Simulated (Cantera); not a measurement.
A closed system holds: 1 mol SiCl₄, 41 mol H₂, held at 7.50 mbar.

These are equilibrium values from Cantera (NASA tables, ideal gas, pure condensed phases), not measurements of a reactor. Candidate condensed phases: Si; 19 gas species. The tables' values for SiCl₃ are old estimates; treat these amounts as uncertain. The numbers say what is thermodynamically allowed, not how fast it happens.

x: gas mole fraction; n: condensed amount in mol.

```tsv
T (K)	x H₂	x HCl	x SiCl₂	x SiCl₄	x SiHCl₃	n Si(s)
1050	0.948	0.0342	0.00231	0.0107	[?]	0.267
1125	0.936	0.0496	0.00557	0.00564	[?]	0.372
1200	0.926	0.0603	0.00926	0.00193	[?]	0.422
1275	0.922	0.0643	0.0116	0.000486	[?]	0.427
1350	0.921	0.0649	0.0129	0.000118	[?]	0.414
1425	0.921	0.0645	0.0136	3.12e-5	[?]	0.396
1500	0.921	0.0639	0.0142	9.30e-6	[?]	0.378
```

Fill in the missing entries.


- 1050, x SiHCl₃: 0.00306
- 1125, x SiHCl₃: 0.00185
- 1200, x SiHCl₃: 0.000809
- 1275, x SiHCl₃: 0.000282
- 1350, x SiHCl₃: 9.57e-5
- 1425, x SiHCl₃: 3.49e-5
- 1500, x SiHCl₃: 1.39e-5
